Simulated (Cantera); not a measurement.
An isothermal, constant-pressure homogeneous reactor starts with C₂H₆ : N₂ = 1 : 2.8 (molar parts), at 1875 K and 0.000100 bar. Integrator tolerance rtol = 1e-08.

Detailed kinetics in Cantera: GRI-Mech 3.0 (53 species, 325 reactions). GRI-Mech 3.0 stops at C3 and has no aromatics, soot or wall deposition, so with more carbon than oxygen in the feed, carbon stays in small species such as C2H2 where larger ones or solid carbon would form. Radical loss at walls, strong at low pressure, is not modelled.

Task: What does this change do: temperature 1875 to 1248 K?

Result: 
```csv
quantity,before,after
x(C₂H₆) at 100 s,7.09e-11 (gas-phase equilibrium <1e-12),1.66e-5 (gas-phase equilibrium 7.73e-11)
x(H) at 100 s,0.00795 (gas-phase equilibrium 0.0373),5.18e-6 (gas-phase equilibrium 2.76e-5)
x(C₂H) at 100 s,4.77e-5 (gas-phase equilibrium 0.000143),6.79e-10 (gas-phase equilibrium 2.92e-9)
x(CH₄) at 100 s,6.78e-5 (gas-phase equilibrium 1.96e-7),0.110 (gas-phase equilibrium 0.000161)
x(C₂H₂) at 100 s,0.172 (gas-phase equilibrium 0.103),0.0790 (gas-phase equilibrium 0.128)
x(CH₃) at 100 s,3.18e-5 (gas-phase equilibrium 4.59e-7),6.20e-5 (gas-phase equilibrium 2.50e-7)
x(CH₂) at 100 s,8.78e-7 (gas-phase equilibrium 6.38e-8),9.89e-10 (gas-phase equilibrium 1.11e-11)
```
